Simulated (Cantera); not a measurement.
A perfectly stirred reactor is fed with C3H8 : H2 = 1 : 7 (molar parts), at 0.0210 bar; it is held at 1175 K, and followed from long to short residence time.

Model: GRI-Mech 3.0 (53 species, 325 reactions), integrated in Cantera. GRI-Mech 3.0 was tuned for natural gas; its chemistry of propane as a main component is partial and can be far from experiment. GRI-Mech 3.0 stops at C3 and has no aromatics, soot or wall deposition, so with more carbon than oxygen in the feed, carbon stays in small species such as C2H2 where larger ones or solid carbon would form. Radical loss at walls, strong at low pressure, is not modelled.

One state of this run: x C3H8 = 0.122; x H2 = 0.873; x CH3 = 0.000239; x CH2 = 4.60e-9; x H = 1.25e-5. x: mole fraction; the columns are a selection and need not sum to one.

Problem. Which value of τ (s) does it belong to?
(A) 0.0014
(B) 0.00047
(C) 0.39
(D) 0.0044

Solution. A, 0.0014
